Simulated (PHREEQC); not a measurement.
Solution (20 °C): 7.8 mmol/kgw HCl, 0.83 mmol/kgw FeSO4 and 0.97 mmol/kgw Na2SO4. Closed to the air; pH follows from the charge balance.

The numbers come from PHREEQC with the ion-association model, wateq4f.dat.

This is a speciation only: nothing precipitates in the calculation.

Task: Order these S species by the share of S that they hold, largest first: NaSO4-, FeHSO4+, SO4-2, FeSO4, HSO4-.

Result: SO4-2 (68 %), HSO4- (28 %), FeSO4 (3.5 %), NaSO4- (0.41 %), FeHSO4+ (0.17 %)

Task: Order these Fe species by the share of Fe that they hold, largest first: Fe+2, FeCl+, FeHSO4+, FeSO4.

Result: Fe+2 (91 %), FeSO4 (7.5 %), FeCl+ (0.64 %), FeHSO4+ (0.36 %)

The pH is 2.18 and the ionic strength 0.0127 mol/kgw.
